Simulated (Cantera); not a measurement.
Charge: 1 mol Ti(NMe2)4, 100 mol H2, at 1575 °C and 0.000320 bar.

Equilibrium computed with Cantera from the NASA thermochemical tables; the gas is ideal and each condensed phase is pure. Candidate condensed phases: C, C6H6, C7H8, C8H18, Ti, TiC, TiN; 93 gas species. The feed counts by its element totals alone. TiC: taken at fixed stoichiometry. Equilibrium is a limit: real reactors are often held back by kinetics, nucleation or transport.

Base state: H2 0.953, H 0.0289, N2 0.0168, HCN 0.000975, C2H2 (acetylene) 0.000245, HNC 4.11e-5 (mole fractions); condensed: C(graphite) + TiC(s).

What changes in the equilibrium state with this change: pressure from 0.000320 bar to 0.00133 bar?


```csv
species,before,after
H2,0.953,0.968
N2,0.0168,0.0169
H,0.0289,0.0143
C2H2 (acetylene),0.000245,0.000249
HNC,4.11e-5,4.16e-5
"C(graphite), mol",6.83,6.82
"TiC(s), mol",1.000,1.000
```
